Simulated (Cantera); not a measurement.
A diamond (100) surface in a fixed gas of H2 with x(CH4) = 0.0035, x(CH3) = 4.7e-05, at 1200 K, 0.0622 atm; coverages are run to steady state.

Computed with Cantera and the Harris–Goodwin 1993 mechanism for the reconstructed diamond (100) surface.

θ: site fractions in the mechanism's names (c6HH fully hydrogenated, c6H* and c6*H radical sites, c6** diradical, c6HM methylated).

```tsv
x(H)	growth (µm/h)	θ c6HH	θ c6H*	θ c6*H	θ c6**	θ c6HM
0.0001	___	0.618	0.0272	0.348	0.00504	0.000559
0.00022	___	0.538	0.0326	0.417	0.0104	0.000729
0.0005	___	0.487	0.0358	0.458	0.0173	0.000867
0.0011	___	0.461	0.0373	0.477	0.0232	0.000928
0.0025	___	0.447	0.0380	0.486	0.0272	0.000889
0.0057	___	0.441	0.0383	0.490	0.0294	0.000739
0.013	___	0.439	0.0386	0.491	0.0305	0.000518
0.028	___	0.438	0.0388	0.492	0.0310	0.000318
0.064	___	0.437	0.0394	0.492	0.0314	0.000165
```

### Question
What belongs in the gaps?

### Answer

- 0.0001, growth (µm/h): 0.0468
- 0.00022, growth (µm/h): 0.112
- 0.0005, growth (µm/h): 0.232
- 0.0011, growth (µm/h): 0.421
- 0.0025, growth (µm/h): 0.748
- 0.0057, growth (µm/h): 1.25
- 0.013, growth (µm/h): 1.88
- 0.028, growth (µm/h): 2.42
- 0.064, growth (µm/h): 2.84
